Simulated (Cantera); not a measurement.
Ignition delay

Mixture: CH₄ : O₂ : N₂ : H₂O = 1 : 0.952 : 5.71 : 0.59 (molar parts), at 10.0 bar, adiabatic and at constant volume. Ignition delay is the time to a rise of 400 K.

Detailed kinetics in Cantera: GRI-Mech 3.0 (53 species, 325 reactions).

| T0 (K) | delay (ms) |
|---|---|
| 1273 | 4.65 |
| 1348 | 2.10 |
| 1423 | 0.975 |
| 1498 | 0.457 |
| 1573 | 0.217 |
| 1648 | 0.106 |
| 1723 | 0.0537 |
| 1798 | 0.0286 |
| 1873 | 0.0162 |
| 1948 | 0.00974 |

```
Property                                                Result
--------------------------------------------------  ----------
apparent activation energy between 1798 and 1948 K  210 kJ/mol
```
